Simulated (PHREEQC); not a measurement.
Make-up at 25 °C: 0.22 mol/kgw KOH, 0.01 mol/kgw NaAlO2 and 0.0036 mol/kgw K2CO3. Closed to the air; pH follows from the charge balance.

Equilibrium calculation in PHREEQC: ion-association model, phreeqc.dat.

Precipitation was switched off in this run.

Problem. Predict the pH, ionic strength.

Solution. pH 13.18; ionic strength 0.240 mol/kgw.

Problem. In which forms is Na present?

Solution. Na+ 98 %, NaCO3- 1.8 % of the Na.

Species that the database lacks are ignored.
